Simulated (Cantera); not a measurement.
Feed: 1 mol Si2H6, 3.6 mol N2, equilibrated at 1398.15 K and 0.250 bar.

Method: chemical equilibrium by Gibbs-energy minimisation in Cantera with the NASA 1993 tables (ideal gas, pure condensed phases). Candidate condensed phases: Si, Si3N4; 18 gas species. The feed counts by its element totals alone. N2 is the only nitrogen source here; it is nearly inert below about 1500 K, so the nitride shown seldom forms there in practice. Kinetics and transport are ignored.

Base state: H2 0.570, N2 0.430 (mole fractions); condensed: Si3N4(s).

Q: What changes in the equilibrium state with this change: Si2H6 replaced by SiCl4?

A: 
```
species        before     after
-------------  ------  --------
N2              0.430     0.782
SiCl4               0     0.217
SiCl3               0  0.000436
H2              0.570         0
Cl                  0  0.000361
Cl2                 0   4.14e-5
Si3N4(s), mol   0.667         0
```
The tables' values for SiCl3 are old estimates; treat these amounts as uncertain.
